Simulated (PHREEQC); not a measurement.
NaOH is added in steps, without added water, to 1 kg of water holding 8.9 mmol/kgw H3PO4 and 0.23 mmol/kgw H4SiO4, at 25 °C. O2 is buffered at 0.21 atm. No CO2 enters from the air. The run lets SiO2(a) precipitate or redissolve, and no other solid.

Base run: PHREEQC, ion-association model, phreeqc.dat. Each further column changes one thing. The table gives H3SiO4- (mol/kgw).

| NaOH added (mol) | base | metal-ligand complexes left out | Davies equation for every ion | Debye-Hückel limiting law | all activity coefficients set to 1 |
|---|---|---|---|---|---|
| 0 | 7.41e-12 | 7.41e-12 | 7.45e-12 | 7.53e-12 | 6.67e-12 |
| 0.004313 | 1.61e-11 | 1.61e-11 | 1.62e-11 | 1.64e-11 | 1.46e-11 |
| 0.007188 | 4.72e-11 | 4.72e-11 | 4.74e-11 | 4.79e-11 | 4.30e-11 |
| 0.0115 | 1.77e-7 | 1.79e-7 | 1.76e-7 | 1.68e-7 | 2.20e-7 |
| 0.01581 | 1.41e-6 | 1.43e-6 | 1.39e-6 | 1.31e-6 | 1.83e-6 |
| 0.01869 | 0.000196 | 0.000195 | 0.000196 | 0.000194 | 0.000202 |
| 0.023 | 0.000219 | 0.000219 | 0.000219 | 0.000218 | 0.000220 |
